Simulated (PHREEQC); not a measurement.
Make-up at 25 °C: 44 mmol/kgw NaOH, 33 mmol/kgw CaCl2 and 0.35 mmol/kgw LiCl. Closed to the air; pH follows from the charge balance.

Model: ion-association model, wateq4f.dat, run in PHREEQC.

Task: The ionic strength comes out as 0.132 mol/kgw. What activity coefficients do Ca+2, Li+, Cl-, OH-, CaOH+ get?

Result: Ca+2 0.36, Li+ 0.78, Cl- 0.74, OH- 0.74, CaOH+ 0.78.

This is a speciation only: nothing precipitates in the calculation. Examples of supersaturated solids here: Portlandite. Others may be too. Species that the database lacks are ignored.
